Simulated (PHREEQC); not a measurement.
# Spent oxide etchant: an equilibrium model

Consider water at 53 °C with 1.7 mmol/kgw NH4HF2, 1.4 mmol/kgw (NH4)2SiF6, 0.052 mmol/kgw H3BO3 and 11 mmol/kgw HCl. It is in equilibrium with CO2 at log p = -3.5 (atm). Otherwise closed; pH follows from the charge balance.

Computed with PHREEQC (ion-association model, phreeqc.dat).

```
Quantity                   Value
----------------  --------------
pH                          2.12
ionic strength    0.0138 mol/kgw
total alkalinity    -18.3 meq/kg
```

```json
[
 {"species": "Cl-", "molality": "0.0110", "activity": "0.00969", "log γ": "-0.055"},
 {"species": "H+", "molality": "0.00848", "activity": "0.00762", "log γ": "-0.047"},
 {"species": "HF", "molality": "0.00661", "activity": "0.00663", "log γ": "0.001"},
 {"species": "NH4+", "molality": "0.00450", "activity": "0.00394", "log γ": "-0.057"},
 {"species": "SiF6-2", "molality": "0.000778", "activity": "0.000479", "log γ": "-0.211"},
 {"species": "H4SiO4", "molality": "0.000622", "activity": "0.000624", "log γ": "0.001"},
 {"species": "F-", "molality": "0.000388", "activity": "0.000341", "log γ": "-0.056"},
 {"species": "H3BO3", "molality": "2.42e-5", "activity": "2.43e-5", "log γ": "0.001"},
 {"species": "BF4-", "molality": "2.41e-5", "activity": "2.13e-5", "log γ": "-0.054"},
 {"species": "HF2-", "molality": "1.12e-5", "activity": "9.88e-6", "log γ": "-0.054"},
 {"species": "CO2", "molality": "5.82e-6", "activity": "5.83e-6", "log γ": "0.001"},
 {"species": "BF3OH-", "molality": "2.35e-6", "activity": "2.08e-6", "log γ": "-0.054"},
 {"species": "BF2(OH)2-", "molality": "1.32e-6", "activity": "1.16e-6", "log γ": "-0.054"},
 {"species": "BF(OH)3-", "molality": "4.89e-9", "activity": "4.31e-9", "log γ": "-0.054"},
 {"species": "NH3", "molality": "1.78e-9", "activity": "1.79e-9", "log γ": "0.001"}
]
```

No solid was allowed to form. Examples of supersaturated solids here: Quartz (slow to form). Others may be too. Constants without temperature data keep their 25 °C values here. SiF6-2 is the database's only silicon fluoride. Real BF4- forms and hydrolyses slowly; the run takes it at equilibrium.
